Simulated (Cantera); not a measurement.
Input (Python, Cantera) and output of one run.

```python
import numpy as np
import cantera as ct

gas_names = """
    H HNO HNO2 HNO3 HO2 H2 H2O H2O2 N NH NH2 NH3 NH2OH NO NO2 NO3 N2 N2H2 N2H4 N2O O OH O2 O3 Si SiH
    SiH2 SiH3 SiH4 SiN SiO SiO2 Si2 Si2N Si3
""".split()
cond_names = """
    H2O(s) H2O(L) Si(cr) Si(L) SiO2(Lqz) SiO2(hqz) SiO2(L) Si2N2O(s) Si3N4(a)
""".split()


# ... load() reads the species with a 1 bar reference pressure and builds the phases ...
atoms = {
    'Si3N4': {'Si': 3, 'N': 4},
    'N2O': {'N': 2, 'O': 1},
    'H2': {'H': 2},
}
top_T = {'Si2N2O(s)': 2100, 'Si3N4(a)': 2400}  # K; cautious upper limits of use, not melting points


# ... equilibrate(T, P, feed) seeds the gas with the atoms and calls Mixture.equilibrate('TP', solver="vcs", rtol=1e-11, max_steps=5000) ...
results = []
feed = {'Si3N4': 1, 'N2O': 0.69, 'H2': 2}  # mol
P = 101325  # Pa
for T in [1323, 1473, 1623, 1773, 1923, 2073, 2223]:
    mix = equilibrate(T, P, feed)
    results.append((T, P, feed, dict(zip(mix.species_names, mix.species_moles))))
    x = sorted(zip(gas.X, gas.species_names), reverse=True)
    print(f"T = {T:g} K  P = {P:g} Pa  gas = {mix.phase_moles(0):.4g} mol")
    print("   x: " + "  ".join(f"{s} {v:.3e}" for v, s in x if v > 0.001))
    print("   condensed (mol): " + ("  ".join(f"{mix.phase(i).name} {mix.phase_moles(i):.4g}"
          for i in range(1, mix.n_phases) if mix.phase_moles(i) > 1e-12) or "none"))
```

Result:

```
T = 1323 K  P = 101325 Pa  gas = 2.92 mol
   x: H2 6.849e-01  N2 3.151e-01
   condensed (mol): Si2N2O(s) 0.69  Si3N4(a) 0.54
T = 1473 K  P = 101325 Pa  gas = 2.92 mol
   x: H2 6.849e-01  N2 3.151e-01
   condensed (mol): Si2N2O(s) 0.69  Si3N4(a) 0.54
T = 1623 K  P = 101325 Pa  gas = 2.92 mol
   x: H2 6.849e-01  N2 3.151e-01
   condensed (mol): Si2N2O(s) 0.69  Si3N4(a) 0.54
T = 1773 K  P = 101325 Pa  gas = 2.921 mol
   x: H2 6.847e-01  N2 3.150e-01
   condensed (mol): Si2N2O(s) 0.6898  Si3N4(a) 0.5401
T = 1923 K  P = 101325 Pa  gas = 2.926 mol
   x: H2 6.832e-01  N2 3.149e-01  SiO 1.118e-03
   condensed (mol): Si2N2O(s) 0.6867  Si3N4(a) 0.5411
T = 2073 K  P = 101325 Pa  gas = 3.465 mol
   x: H2 5.760e-01  N2 4.084e-01  SiO 1.334e-02  H 1.983e-03
   condensed (mol): Si(L) 0.7186  Si2N2O(s) 0.6438  Si3N4(a) 0.3156
T = 2223 K  P = 101325 Pa  gas = 5.393 mol
   x: N2 4.987e-01  H2 3.687e-01  SiO 1.279e-01  H 3.864e-03
   condensed (mol): Si(L) 2.305
```

Method: chemical equilibrium by Gibbs-energy minimisation in Cantera with the NASA 1993 tables (ideal gas, pure condensed phases). Mutual solubility and eutectic melting of coexisting phases are not modelled. The tables' values for SiN are old estimates; treat these amounts as uncertain. Gases not in the tables: Si2H6 and higher silanes.
